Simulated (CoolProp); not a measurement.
A closed Brayton cycle with nitrogen: compressor inlet 332.15 K and 7.5 MPa, high pressure 15.5 MPa, turbine inlet 860 K, compressor efficiency 0.85, turbine efficiency 0.9, recuperator effectiveness 0 (on enthalpy, no pinch check). Each further row changes one setting.

Values from CoolProp's reference Helmholtz-energy equation of state, Span 2000.

```tsv
case	thermal efficiency (%)	net work (kJ/kg)	compressor to turbine work	compressor exit (K)	turbine exit (K)
as stated	12.4	61.2	0.61	423.4	724.3
turbine inlet 810 K	11.9	52.0	0.65	423.4	680.9
compressor inlet 342.15 K	12.1	58.0	0.63	436.1	724.3
high pressure 13.2 MPa	10.1	52.0	0.59	401.5	752.4
recuperator effectiveness 0.5	18.7	61.2	0.61	423.4	724.3
```
